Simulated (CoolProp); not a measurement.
Properties of propylene along the isobar 18 MPa (Tc = 364.2 K, pc = 4.555 MPa, ω = 0.146).

The numbers come from the reference Helmholtz-energy equation of state, Lemmon 2013 in CoolProp.

| T (K) | phase | Z | fugacity coefficient |
|---|---|---|---|
| 171.1 | liquid | 0.7773 | 0.0004091 |
| 194.5 | liquid | 0.7090 | 0.002141 |
| 217.8 | liquid | 0.6575 | 0.007375 |
| 241.2 | liquid | 0.6181 | 0.01920 |
| 264.6 | liquid | 0.5883 | 0.04067 |
| 288 | liquid | 0.5665 | 0.07399 |
| 311.3 | liquid | 0.5520 | 0.1196 |
| 334.7 | liquid | 0.5443 | 0.1771 |
